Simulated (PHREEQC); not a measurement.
**Hard or scaling water: speciation**

Consider water at 20 °C with 0.14 mmol/kgw CaSO4, 8.5 mmol/kgw Na2HPO4 and 0.073 mmol/kgw MgSO4. Closed to the air; pH follows from the charge balance.

Computed with PHREEQC (ion-association model, wateq4f.dat).

```json
{
 "pH": "8.86",
 "ionic_strength": "0.0253 mol/kgw",
 "total_alkalinity": "8.50 meq/kg"
}
```

```json
[
 {"species": "Na+", "molality": "0.0168", "activity": "0.0145", "log γ": "-0.065"},
 {"species": "HPO4-2", "molality": "0.00806", "activity": "0.00448", "log γ": "-0.255"},
 {"species": "SO4-2", "molality": "0.000203", "activity": "0.000113", "log γ": "-0.256"},
 {"species": "NaHPO4-", "molality": "0.000147", "activity": "0.000127", "log γ": "-0.063"},
 {"species": "H2PO4-", "molality": "0.000119", "activity": "0.000103", "log γ": "-0.063"},
 {"species": "CaPO4-", "molality": "6.98e-5", "activity": "6.04e-5", "log γ": "-0.063"}
]
```

No solid was allowed to form. The solution is supersaturated, for example in Hydroxyapatite, so a real one may precipitate; this is no full list. H3PO4, which wateq4f.dat lacks, is added to it with the constant of phreeqc.dat.
